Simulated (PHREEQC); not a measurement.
A solution holds 57 mmol/kgw TMAH, 0.039 mmol/kgw K2SiO3 and 0.9 mmol/kgw (CH3)4NCl, at 35 °C. Closed to the air; pH follows from the charge balance.

The numbers come from PHREEQC with the ion-association model, phreeqc.dat.

Precipitation was switched off in this run.

Problem. Order these Si species by the share of Si that they hold, largest first: H3SiO4-, H4SiO4, H2SiO4-2.

Solution. H3SiO4- (67 %), H2SiO4-2 (33 %), H4SiO4 (0.12 %)

The pH is 12.34 and the ionic strength 0.0580 mol/kgw. (CH3)4N+ isn't in the database: it is added as a free cation with an ion size of 4 Å.
